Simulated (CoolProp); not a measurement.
The numbers come from the reference Helmholtz-energy equation of state, Lemmon 2006 in CoolProp. It is a short technical equation, of lower accuracy than the large ones.

Q: For carbon monoxide, give the phase and the Z, speed of sound (m/s) at -137.25 °C and 15 MPa; -137.25 °C and 20 MPa.

A: 
- -137.25 °C and 15 MPa: supercritical; Z 0.617, speed of sound 578
- -137.25 °C and 20 MPa: supercritical; Z 0.784, speed of sound 645
